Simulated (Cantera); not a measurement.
A perfectly stirred reactor is fed with CH4 : O2 : N2 : H2O = 1 : 2.3 : 25.3 : 2.7 (molar parts), equivalence ratio 0.87, at 10.0 bar; it is adiabatic with a 775 K inlet, and is followed from long to short residence time, starting on the burning branch (τ in s: 0.056, 0.024, 0.01, 0.0045, 0.002, 0.00085, 0.00037, 0.00016, 6.8e-05, 2.9e-05).

Detailed kinetics in Cantera: GRI-Mech 3.0 (53 species, 325 reactions).

What does this change do: pressure from 10.0 bar to 0.290 bar?


```
quantity                                                                      before                                    after
------------------------------------------------  ----------------------------------  ---------------------------------------
blow-out, bracketed by the residence times tried  burning at 10.0 ms, out at 4.50 ms                              not reached
x(CH4) at τ = 56.0 ms                                                        6.27e-5                                   0.0319
x(O2) at τ = 56.0 ms                                                          0.0100                                   0.0735
x(H2O) at τ = 56.0 ms                                                          0.150                                   0.0863
x(NO) at τ = 56.0 ms                                                         3.23e-7                                   <1e-12
x(CH3) at τ = 56.0 ms                                                        5.54e-6                                 6.10e-12
x(CH4) at τ = 0.850 ms                                                        0.0319                                   0.0319
x(O2) at τ = 0.850 ms                                                         0.0735                                   0.0735
x(H2O) at τ = 0.850 ms                                                        0.0863                                   0.0863
x(NO) at τ = 0.850 ms                                                         <1e-12                                   <1e-12
x(CH3) at τ = 0.850 ms                                                      3.18e-12                                   <1e-12
state                                                                    not reached  not burning at any residence time tried
```
